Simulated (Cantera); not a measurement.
An isothermal, constant-pressure homogeneous reactor starts with 16.9 % C2H6, 83.1 % N2, at 1800 K and 0.000480 bar.

Computed with Cantera and GRI-Mech 3.0 (53 species, 325 reactions). GRI-Mech 3.0 stops at C3 and has no aromatics, soot or wall deposition, so with more carbon than oxygen in the feed, carbon stays in small species such as C2H2 where larger ones or solid carbon would form. Radical loss at walls, strong at low pressure, is not modelled.

x: mole fraction; the columns are a selection and need not sum to one.

| t (s) | x C2H6 | x C2H2 | x HCN | x H | x CH2 |
|---|---|---|---|---|---|
| 0.000300 | 0.160 | 7.87e-9 | 7.61e-12 | 4.97e-5 | 4.38e-6 |
| 0.000749 | 0.146 | 6.35e-7 | [?] | 0.000400 | 4.17e-5 |
| 0.00187 | 0.107 | 0.000107 | [?] | 0.00163 | 0.000155 |
| 0.00466 | 0.0350 | 0.00526 | [?] | 0.00382 | 0.000280 |
| 0.0116 | 0.000977 | 0.0473 | [?] | 0.00526 | 0.000199 |
| 0.0290 | 3.80e-5 | 0.0873 | [?] | 0.00271 | 6.34e-5 |
| 0.0724 | 1.21e-5 | 0.104 | 1.51e-5 | 0.00153 | 2.35e-5 |
| 0.181 | 4.97e-6 | 0.112 | 1.60e-5 | 0.00104 | 1.08e-5 |
| 0.451 | 2.27e-6 | 0.115 | 1.68e-5 | 0.000803 | 5.81e-6 |
| 1.12 | 1.10e-6 | 0.118 | 1.77e-5 | 0.000736 | 3.77e-6 |
| 2.81 | 4.75e-7 | 0.121 | [?] | 0.000828 | 2.89e-6 |
| 7.00 | 1.18e-7 | 0.124 | [?] | 0.00111 | 2.13e-6 |

Task: What belongs in the gaps?

Result: 
- 0.000749, x HCN: 3.02e-9
- 0.00187, x HCN: 2.93e-7
- 0.00466, x HCN: 2.66e-6
- 0.0116, x HCN: 9.46e-6
- 0.0290, x HCN: 1.36e-5
- 2.81, x HCN: 1.95e-5
- 7.00, x HCN: 2.37e-5
